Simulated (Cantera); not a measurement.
Input: 1 mol SiH2Cl2, 0.11 mol C3H8, 5.7 mol H2, held at 0.130 bar.

Method: chemical equilibrium by Gibbs-energy minimisation in Cantera with the NASA 1993 tables (ideal gas, pure condensed phases). Candidate condensed phases: C, C6H6, C7H8, C8H18, Si, SiC; 109 gas species. Mutual solubility and eutectic melting of coexisting phases are not modelled. The tables' values for SiCl3 are old estimates; treat these amounts as uncertain. The numbers say what is thermodynamically allowed, not how fast it happens.

### Question
At 1002 °C, list the 4 most abundant gas species with their mole fractions, and the condensed phases.

### Answer
H2 0.864, HCl 0.0785, SiCl4 0.0214, SiCl2 0.0185. Condensed: Si(s) + SiC(s).
